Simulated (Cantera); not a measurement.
An adiabatic, constant-volume homogeneous reactor starts with CH3OH : O2 : N2 : H2O = 1 : 2.88 : 10.8 : 1.9 (molar parts), at 1375 K and 1900000 Pa.

Computed with Cantera and GRI-Mech 3.0 (53 species, 325 reactions). GRI-Mech 3.0 was tuned for natural gas; its chemistry of methanol as a main component is partial and can be far from experiment. The pressure lies above the range GRI-Mech 3.0 was tuned for (to about 10 atm).

One state of this run: T (K) = 2509; P (bar) = 35.8; x CH3OH = <1e-12; x O2 = 0.0734; x H2O = 0.223; x CH4 = <1e-12; x CH2 = <1e-12; x H = 0.000130. x: mole fraction; the columns are a selection and need not sum to one.

Which value of t (s) does it belong to?
A. 1.43e-5
B. 3.81e-5
C. 2.00e-6
D. 0.262

D, 0.262
